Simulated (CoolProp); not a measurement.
Model: reference Helmholtz-energy equation of state, Lemmon 2006, in CoolProp. It is a short technical equation, of lower accuracy than the large ones.

For carbonyl sulfide, give the phase and the density (kg/m³), Joule-Thomson coefficient (K/MPa), isothermal compressibility (1/MPa), expansivity (1/kK) at 231.35 °C and 11.9 bar.


- 231.35 °C and 11.9 bar: gas; density 17.5, Joule-Thomson coefficient 6.13, isothermal compressibility 0.862, expansivity 2.16
